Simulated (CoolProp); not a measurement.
Vapour-liquid equilibrium of dimethyl ether (1) + R236FA (2) at 252.6 K; x and y are mole fractions of (1).

Computed with CoolProp (multi-fluid Helmholtz-energy mixture model, Wu 2011 and Pan 2012; pair parameters Bell 2016).

Give the bubble pressure and the first vapour's composition at x = 0.05, 0.15, 0.75. Is there an azeotrope?

x = 0.05: 0.04313 MPa, y = 0.063; x = 0.15: 0.04484 MPa, y = 0.202; x = 0.75: 0.08974 MPa, y = 0.930. No azeotrope shows between x = 0.05 and 0.95.

The pair parameters rest on a limited set of measurements; away from them the model extrapolates.
